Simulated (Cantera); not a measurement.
An adiabatic, constant-volume homogeneous reactor starts with 12.4 % CO, 14.9 % H2, 0.721 % CH4, 15.2 % O2, 56.8 % N2, equivalence ratio 1.00, at 1123 K and 0.210 bar.

Detailed kinetics in Cantera: GRI-Mech 3.0 (53 species, 325 reactions).

Q: Predict: time of steepest temperature rise; temperature at 2.00 s; equilibrium temperature; x(CO) at 2.00 s; x(H2) at 2.00 s; x(CO2) at 2.00 s; x(H2O2) at 2.00 s.

A: 
```
Item                                                                 Value
---------------------------------  ---------------------------------------
time of steepest temperature rise                                 0.383 ms
temperature at 2.00 s                                               2710 K
equilibrium temperature                                             2710 K
x(CO) at 2.00 s                      0.0667 (gas-phase equilibrium 0.0667)
x(H2) at 2.00 s                      0.0184 (gas-phase equilibrium 0.0184)
x(CO2) at 2.00 s                     0.0762 (gas-phase equilibrium 0.0762)
x(H2O2) at 2.00 s                  1.79e-7 (gas-phase equilibrium 1.79e-7)
```
